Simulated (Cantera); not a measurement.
A perfectly stirred reactor is fed with 3.24 % CH4, 0.777 % C2H6, 19.5 % O2, 73.5 % N2, 2.98 % H2O, equivalence ratio 0.47, at 1.00 atm; it is adiabatic with a 750 K inlet, and is followed from long to short residence time, starting on the burning branch (τ in s: 0.048, 0.018, 0.0065, 0.0024, 0.0009, 0.00033, 0.00012, 4.6e-05, 1.7e-05).

Model: GRI-Mech 3.0 (53 species, 325 reactions), integrated in Cantera.

x: mole fraction; the columns are a selection and need not sum to one.

```json
[
 {"τ (s)": "0.048", "T (K)": "1755", "x CH4": "1.06e-5", "x C2H6": "…", "x O2": "0.103", "x C2H2": "7.37e-7", "x OH": "0.00131", "x H2O2": "9.93e-8"},
 {"τ (s)": "0.018", "T (K)": "1748", "x CH4": "1.98e-5", "x C2H6": "…", "x O2": "0.103", "x C2H2": "9.52e-7", "x OH": "0.00175", "x H2O2": "1.48e-7"},
 {"τ (s)": "0.0065", "T (K)": "1736", "x CH4": "3.82e-5", "x C2H6": "…", "x O2": "0.103", "x C2H2": "1.13e-6", "x OH": "0.00232", "x H2O2": "2.22e-7"},
 {"τ (s)": "0.0024", "T (K)": "1715", "x CH4": "7.51e-5", "x C2H6": "…", "x O2": "0.104", "x C2H2": "1.22e-6", "x OH": "0.00293", "x H2O2": "3.27e-7"},
 {"τ (s)": "0.00090", "T (K)": "1680", "x CH4": "0.000156", "x C2H6": "…", "x O2": "0.105", "x C2H2": "1.27e-6", "x OH": "0.00347", "x H2O2": "4.82e-7"},
 {"τ (s)": "0.00033", "T (K)": "1620", "x CH4": "0.000393", "x C2H6": "…", "x O2": "0.108", "x C2H2": "1.50e-6", "x OH": "0.00360", "x H2O2": "7.46e-7"},
 {"τ (s)": "0.00012", "T (K)": "750", "x CH4": "0.0324", "x C2H6": "0.00777", "x O2": "0.195", "x C2H2": "<1e-12", "x OH": "<1e-12", "x H2O2": "<1e-12"},
 {"τ (s)": "4.6e-5", "T (K)": "750", "x CH4": "0.0324", "x C2H6": "0.00777", "x O2": "0.195", "x C2H2": "<1e-12", "x OH": "<1e-12", "x H2O2": "<1e-12"},
 {"τ (s)": "1.7e-5", "T (K)": "750", "x CH4": "0.0324", "x C2H6": "0.00777", "x O2": "0.195", "x C2H2": "<1e-12", "x OH": "<1e-12", "x H2O2": "<1e-12"}
]
```

Q: Some entries are withheld; supply them.

A: 
- 0.048, x C2H6: 6.23e-7
- 0.018, x C2H6: 1.21e-6
- 0.0065, x C2H6: 2.37e-6
- 0.0024, x C2H6: 4.66e-6
- 0.00090, x C2H6: 9.59e-6
- 0.00033, x C2H6: 2.37e-5
